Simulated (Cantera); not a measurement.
A freely propagating, adiabatic, planar premixed flame of CH4 : C2H6 : C3H8 : O2 : N2 = 1 : 0.068 : 0.46 : 5.53 : 13.8 (molar parts), equivalence ratio 0.82, unburnt at 625 K and 13300 Pa; mixture-averaged transport, grid criteria slope 0.08 and curve 0.16, no radiation.

Detailed kinetics in Cantera: GRI-Mech 3.0 (53 species, 325 reactions). GRI-Mech 3.0 was tuned for natural gas; its chemistry of propane as a main component is partial and can be far from experiment. Burning velocities carry a grid error of a few per cent, more on coarse grids.

x: mole fraction of selected species; z is measured from the peak of heat release.

```
z (mm)  T (K)  u (m/s)     x CH4    x C2H6    x C3H8    x N2O       x O   x CH2CO
------  -----  -------  --------  --------  --------  -------  --------  --------
-4.09     625     2.82    0.0479   0.00326    0.0220    <1e-8     <1e-8     <1e-8
-2.73     626     2.83    0.0478   0.00325    0.0220    <1e-8         …         …
-2.05     628     2.85    0.0476   0.00325    0.0219    <1e-8         …         …
-1.36     656     2.99    0.0466   0.00327    0.0216    <1e-8   6.26e-7   3.01e-6
-0.682    952     4.45    0.0376   0.00369    0.0159    <1e-8   2.99e-5  0.000166
-0.341   1351     6.49    0.0237   0.00201   0.00539    <1e-8  0.000347  0.000739
0        1753     8.59   0.00841  0.000207  0.000278    <1e-8   0.00236  0.000989
0.341    1945     9.61   0.00146   3.24e-6   1.43e-6  1.50e-8   0.00732  0.000369
0.682    1993     9.86  0.000148   1.31e-8     <1e-8  2.00e-8    0.0120   5.82e-5
1.36     2017     9.93   1.03e-6     <1e-8     <1e-8  2.40e-8    0.0154   6.53e-7
2.73     2041     10.0     <1e-8     <1e-8     <1e-8  2.43e-8    0.0164     <1e-8
5.45     2071     10.1     <1e-8     <1e-8     <1e-8  2.51e-8    0.0160     <1e-8
10.9     2116     10.3     <1e-8     <1e-8     <1e-8  2.79e-8    0.0148     <1e-8
```

Task: Fill in the missing entries.

Result: 
- -2.73, x O: 1.32e-8
- -2.73, x CH2CO: 1.22e-8
- -2.05, x O: 8.18e-8
- -2.05, x CH2CO: 1.28e-7
